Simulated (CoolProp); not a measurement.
Vapour-liquid equilibrium of R22 (1) + methanol (2) at 211 kPa; x and y are mole fractions of (1).

Computed with CoolProp (multi-fluid Helmholtz-energy mixture model, Kamei 1995 and de Reuck 1993; pair parameters Bell 2016).

Task: Give the bubble temperature and the first vapour's composition at x = 0.05, 0.55, 0.95. Is there an azeotrope?

Result: x = 0.05: 325.4 K, y = 0.714; x = 0.55: 260.6 K, y = 0.994; x = 0.95: 250.6 K, y = 0.999. No azeotrope shows between x = 0.05 and 0.95.

The pair parameters rest on a limited set of measurements; away from them the model extrapolates. With so large a gap from Raoult's law the liquid may split in two, which this calculation doesn't test in full.
